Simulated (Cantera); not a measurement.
A closed system holds: 1 mol HMDSO, 4.5 mol H2O, 3.8 mol H2, at 1777 °C.

Method: chemical equilibrium by Gibbs-energy minimisation in Cantera with the NASA 1993 tables (ideal gas, pure condensed phases). Candidate condensed phases: C, C6H6, C7H8, C8H18, H2O, Si, SiC, SiO2; 123 gas species. The feed counts by its element totals alone. Gases not in the tables: Si2H6 and higher silanes. The numbers say what is thermodynamically allowed, not how fast it happens.

x: gas mole fraction; n: condensed amount in mol.

```json
[
 {"P (Pa)": "5", "x H2": "0.505", "x H": "0.228", "x CO": "0.196", "x Si": "0.0641", "x SiO": "0.00129", "x SiC2": "0.00333", "x Si2C": "0.00136", "n C(graphite)": "0.282", "n SiC(s)": "0"},
 {"P (Pa)": "15", "x H2": "0.594", "x H": "0.143", "x CO": "0.207", "x Si": "0.0486", "x SiO": "0.00445", "x SiC2": "0.00122", "x Si2C": "0.00164", "n C(graphite)": "0", "n SiC(s)": "0.494"},
 {"P (Pa)": "45", "x H2": "0.659", "x H": "?", "x CO": "0.208", "x Si": "?", "x SiO": "?", "x SiC2": "?", "x Si2C": "?", "n C(graphite)": "0", "n SiC(s)": "?"},
 {"P (Pa)": "140", "x H2": "0.704", "x H": "0.0509", "x CO": "0.207", "x Si": "0.0124", "x SiO": "0.0252", "x SiC2": "5.51e-5", "x Si2C": "0.000417", "n C(graphite)": "0", "n SiC(s)": "1.08"},
 {"P (Pa)": "410", "x H2": "0.728", "x H": "0.0302", "x CO": "0.207", "x Si": "0.00461", "x SiO": "0.0298", "x SiC2": "1.73e-5", "x Si2C": "0.000155", "n C(graphite)": "0", "n SiC(s)": "1.19"},
 {"P (Pa)": "1200", "x H2": "0.742", "x H": "0.0178", "x CO": "0.207", "x Si": "0.00162", "x SiO": "0.0317", "x SiC2": "5.73e-6", "x Si2C": "5.46e-5", "n C(graphite)": "0", "n SiC(s)": "1.23"},
 {"P (Pa)": "3700", "x H2": "0.749", "x H": "0.0102", "x CO": "0.207", "x Si": "0.000531", "x SiO": "0.0324", "x SiC2": "1.84e-6", "x Si2C": "1.79e-5", "n C(graphite)": "0", "n SiC(s)": "1.24"},
 {"P (Pa)": "11000", "x H2": "0.753", "x H": "?", "x CO": "0.208", "x Si": "?", "x SiO": "0.0327", "x SiC2": "?", "x Si2C": "?", "n C(graphite)": "0", "n SiC(s)": "1.25"},
 {"P (Pa)": "33000", "x H2": "0.756", "x H": "0.00343", "x CO": "0.208", "x Si": "5.98e-5", "x SiO": "0.0328", "x SiC2": "2.05e-7", "x Si2C": "2.01e-6", "n C(graphite)": "0", "n SiC(s)": "1.25"},
 {"P (Pa)": "100000", "x H2": "0.757", "x H": "0.00197", "x CO": "0.208", "x Si": "1.98e-5", "x SiO": "0.0329", "x SiC2": "6.77e-8", "x Si2C": "6.65e-7", "n C(graphite)": "0", "n SiC(s)": "1.25"}
]
```

### Question
Fill in the missing entries.

### Answer

- 45, x H: 0.0868
- 45, x Si: 0.0297
- 45, x SiO: 0.0151
- 45, x SiC2: 0.000222
- 45, x Si2C: 0.00100
- 45, n SiC(s): 0.831
- 11000, x H: 0.00594
- 11000, x Si: 0.000179
- 11000, x SiC2: 6.17e-7
- 11000, x Si2C: 6.04e-6
